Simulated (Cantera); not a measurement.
A closed system holds: 1 mol Al, 0.024 mol H2O, 1.6 mol N2, equilibrated at 580 Pa.

Equilibrium computed with Cantera from the NASA thermochemical tables; the gas is ideal and each condensed phase is pure. Candidate condensed phases: Al, AlN, Al2O3, H2O; 35 gas species. Equilibrium is a limit: real reactors are often held back by kinetics, nucleation or transport. All values below are at 673 K.

Base state: N2 0.979, H2 0.0212 (mole fractions); condensed: AlN(s) + Al2O3(s).

What changes in the equilibrium state with this change: H2O from 0.024 to 0.06 mol?


| species | before | after |
|---|---|---|
| N2 | 0.979 | 0.949 |
| H2 | 0.0212 | 0.0508 |
| AlN(s), mol | 0.984 | 0.960 |
| Al2O3(s), mol | 0.00800 | 0.0200 |
